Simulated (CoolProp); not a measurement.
Propyne at several states: density (kg/m³) from the reference equation and from simpler models built on Tc = 402.7 K, pc = 5658 kPa, ω = 0.204; each cubic takes its own stable root.

Model: reference Helmholtz-energy equation of state, Polt 1992, in CoolProp. This equation is an older, rougher fit; its heat capacities, sound speeds and derivatives of the liquid may be far off and weren't checked against measurements.

```json
[
 {"T (K)": "424.4", "p (kPa)": "20900", "phase": "supercritical", "reference": "456.8"},
 {"T (K)": "342.9", "p (kPa)": "118", "phase": "gas", "reference": "1.679"},
 {"T (K)": "452.1", "p (kPa)": "1000", "phase": "gas", "reference": "11.14"},
 {"T (K)": "400.4", "p (kPa)": "349", "phase": "gas", "reference": "4.295"},
 {"T (K)": "380.4", "p (kPa)": "1260", "phase": "gas", "reference": "17.74"}
]
```

**Question.** How far does each simpler model (ideal gas, van der Waals, Redlich-Kwong, Peng-Robinson) lie from the reference over these 5 states: mean and median of the absolute difference, and the worst?

**Answer.** 
- ideal gas: mean 13.2 %, median 4.3 %, worst -48.1 % at 424.4 K and 20900 kPa
- van der Waals: mean 5.6 %, median 0.4 %, worst -25.1 % at 424.4 K and 20900 kPa
- Redlich-Kwong: mean 1.8 %, median 0.1 %, worst -8.2 % at 424.4 K and 20900 kPa
- Peng-Robinson: mean 0.3 %, median 0.3 %, worst +0.7 % at 380.4 K and 1260 kPa
